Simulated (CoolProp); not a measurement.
Vapour-liquid equilibrium of propane (1) + cyclopropane (2) at 285.7 K; x and y are mole fractions of (1).

Model: multi-fluid Helmholtz-energy mixture model, Lemmon 2009 and Polt 1992; pair parameters Bell 2016, in CoolProp. This equation is an older, rougher fit; its heat capacities, sound speeds and derivatives of the liquid may be far off and weren't checked against measurements.

```json
[
 {"x": "0.05", "bubble pressure (MPa)": "0.5265", "y at the bubble point": "0.076", "dew pressure at overall composition x (MPa)": "?", "liquid density (mol/L)": "14.93"},
 {"x": "0.15", "bubble pressure (MPa)": "0.5573", "y at the bubble point": "?", "dew pressure at overall composition x (MPa)": "0.5432", "liquid density (mol/L)": "14.50"},
 {"x": "0.25", "bubble pressure (MPa)": "0.5846", "y at the bubble point": "?", "dew pressure at overall composition x (MPa)": "0.5665", "liquid density (mol/L)": "?"},
 {"x": "0.35", "bubble pressure (MPa)": "0.6085", "y at the bubble point": "0.429", "dew pressure at overall composition x (MPa)": "?", "liquid density (mol/L)": "13.68"},
 {"x": "0.45", "bubble pressure (MPa)": "0.6291", "y at the bubble point": "0.522", "dew pressure at overall composition x (MPa)": "0.6132", "liquid density (mol/L)": "13.31"},
 {"x": "0.55", "bubble pressure (MPa)": "0.6465", "y at the bubble point": "0.609", "dew pressure at overall composition x (MPa)": "0.6348", "liquid density (mol/L)": "12.95"},
 {"x": "0.65", "bubble pressure (MPa)": "0.6608", "y at the bubble point": "0.692", "dew pressure at overall composition x (MPa)": "0.6539", "liquid density (mol/L)": "?"},
 {"x": "0.75", "bubble pressure (MPa)": "0.6719", "y at the bubble point": "0.775", "dew pressure at overall composition x (MPa)": "0.6689", "liquid density (mol/L)": "12.30"},
 {"x": "0.85", "bubble pressure (MPa)": "?", "y at the bubble point": "0.860", "dew pressure at overall composition x (MPa)": "0.6790", "liquid density (mol/L)": "?"},
 {"x": "0.95", "bubble pressure (MPa)": "0.6836", "y at the bubble point": "0.951", "dew pressure at overall composition x (MPa)": "0.6835", "liquid density (mol/L)": "11.72"}
]
```

**Question.** Fill in the missing entries.

**Answer.** 
- 0.05, dew pressure at overall composition x (MPa): 0.5206
- 0.15, y at the bubble point: 0.211
- 0.25, y at the bubble point: 0.327
- 0.25, liquid density (mol/L): 14.08
- 0.35, dew pressure at overall composition x (MPa): 0.5900
- 0.65, liquid density (mol/L): 12.61
- 0.85, bubble pressure (MPa): 0.6797
- 0.85, liquid density (mol/L): 12.00

No azeotrope shows between x = 0.05 and 0.95.

The pair parameters rest on a limited set of measurements; away from them the model extrapolates.
